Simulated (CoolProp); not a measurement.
Oxygen along the isotherm 185 K: Z from the reference equation and from simpler models built on Tc = 154.6 K, pc = 5.046 MPa, ω = 0.022; each cubic takes its own stable root.

Model: reference Helmholtz-energy equation of state, Schmidt 1985, in CoolProp.

| p (MPa) | phase | reference |
|---|---|---|
| 1.68 | gas | 0.9335 |
| 3.36 | gas | 0.8623 |
| 5.05 | supercritical | 0.7854 |
| 6.73 | supercritical | 0.7047 |
| 8.41 | supercritical | 0.6249 |
| 10.1 | supercritical | 0.5606 |
| 11.8 | supercritical | 0.5289 |
| 13.5 | supercritical | 0.5266 |
| 15.1 | supercritical | 0.5396 |
| 16.8 | supercritical | 0.5617 |
| 18.5 | supercritical | 0.5881 |
| 20.2 | supercritical | 0.6171 |
| 21.9 | supercritical | 0.6474 |
| 23.5 | supercritical | 0.6768 |
| 25.2 | supercritical | 0.7084 |

Question: How far does each simpler model (van der Waals, Redlich-Kwong, Soave-Redlich-Kwong, Peng-Robinson) lie from the reference over these 15 states: mean and median of the absolute difference, and the worst?

Answer: 
- van der Waals: mean 10.0 %, median 9.2 %, worst +20.3 % at 185 K and 25.2 MPa
- Redlich-Kwong: mean 3.4 %, median 3.7 %, worst +6.4 % at 185 K and 13.5 MPa
- Soave-Redlich-Kwong: mean 4.2 %, median 5.0 %, worst +7.8 % at 185 K and 13.5 MPa
- Peng-Robinson: mean 2.5 %, median 2.5 %, worst -5.4 % at 185 K and 25.2 MPa
